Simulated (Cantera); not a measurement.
Feed: 1 mol AlN, 0.35 mol H2, equilibrated at 0.310 bar.

Cantera equilibrium calculation (NASA polynomials, part measured and part estimated; ideal gas, pure solids and liquids). Candidate condensed phases: Al, AlN; 13 gas species. Rates play no part.

**Question.** Which condensed phases are stable at each of these points (T (K)): 1450, 1600, 1750, 1900, 2050, 2200, 2350, 2500, 2650, 2800, 2950?

**Answer.** 
```json
[
 {"T (K)": "1450", "condensed phases": "AlN(s)", "Al condensed (%)": "100.0"},
 {"T (K)": "1600", "condensed phases": "AlN(s)", "Al condensed (%)": "100.0"},
 {"T (K)": "1750", "condensed phases": "AlN(s)", "Al condensed (%)": "100.0"},
 {"T (K)": "1900", "condensed phases": "AlN(s)", "Al condensed (%)": "100.0"},
 {"T (K)": "2050", "condensed phases": "AlN(s)", "Al condensed (%)": "99.8"},
 {"T (K)": "2200", "condensed phases": "AlN(s)", "Al condensed (%)": "98.8"},
 {"T (K)": "2350", "condensed phases": "AlN(s)", "Al condensed (%)": "93.9"},
 {"T (K)": "2500", "condensed phases": "AlN(s)", "Al condensed (%)": "39.0"},
 {"T (K)": "2650", "condensed phases": "gas only", "Al condensed (%)": "0.0"},
 {"T (K)": "2800", "condensed phases": "gas only", "Al condensed (%)": "0.0"},
 {"T (K)": "2950", "condensed phases": "gas only", "Al condensed (%)": "0.0"}
]
```

From 1450 K to 2500 K the condensed part is AlN(s). From 2650 K to 2950 K nothing is condensed.
